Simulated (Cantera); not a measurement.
Input (Python, Cantera):

```python
import numpy as np
import cantera as ct

gas = ct.Solution("gri30.yaml")


def delay(T, t_max=10):
    gas.TPX = T, 380000, {'CO': 1, 'H2': 0.49, 'O2': 0.931, 'N2': 3.5, 'H2O': 0.13}
    reactor = ct.IdealGasReactor(gas, clone=False)
    net = ct.ReactorNet([reactor])
    net.rtol, net.atol = 1e-8, 1e-16
    while net.time < t_max:
        t_old, T_old = net.time, reactor.T
        net.step()
        if reactor.T > T + 400:  # ignition: a rise of 400 K
            return t_old + (T + 400 - T_old) / (reactor.T - T_old) * (net.time - t_old)
    return np.nan


taus = []
for T in [1200, 1275, 1350, 1425, 1500, 1575, 1650, 1725, 1800, 1875]:
    taus.append(delay(T))
    print(f"T0 = {T:6g} K   tau = {taus[-1]:.4e} s")
```

Output:

```
T0 =   1200 K   tau = 2.6564e-05 s
T0 =   1275 K   tau = 1.4729e-05 s
T0 =   1350 K   tau = 1.0009e-05 s
T0 =   1425 K   tau = 7.5578e-06 s
T0 =   1500 K   tau = 6.1175e-06 s
T0 =   1575 K   tau = 5.2162e-06 s
T0 =   1650 K   tau = 4.6362e-06 s
T0 =   1725 K   tau = 4.2645e-06 s
T0 =   1800 K   tau = 4.0384e-06 s
T0 =   1875 K   tau = 3.9220e-06 s
```

Computed with Cantera and GRI-Mech 3.0 (53 species, 325 reactions). The hydrogen kinetics of GRI-Mech 3.0 are dated; newer H2 mechanisms differ, most at raised pressure. Where the delays flatten at high temperature, the 400 K rule measures the pace of heat release, not the induction time.
